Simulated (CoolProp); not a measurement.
Vapour-liquid equilibrium of diethyl ether (1) + n-hexane (2) at 390 K; x and y are mole fractions of (1).

Computed with CoolProp (multi-fluid Helmholtz-energy mixture model, Thol 2014 and Thol 2019; pair parameters Bell 2016).

```
x     bubble pressure, mixture model (kPa)  bubble pressure, Raoult's law (kPa)  y, mixture model  y, Raoult's law
----  ------------------------------------  -----------------------------------  ----------------  ---------------
0.05                                 406.3                                400.5             0.119            0.118
0.2                                  500.8                                486.4             0.372            0.388
0.35                                 586.9                                572.4             0.544            0.578
0.5                                  668.9                                658.3             0.677            0.718
0.65                                 750.0                                744.2             0.788            0.825
0.8                                  832.0                                830.2             0.885            0.910
0.95                                 916.1                                916.1             0.973            0.980
```

The largest gap from Raoult's law is +3.0 % in bubble pressure, at x = 0.2. No azeotrope shows between x = 0.05 and 0.95.

Pair parameters are fitted to limited data, so mixtures are less certain than the pure fluids.
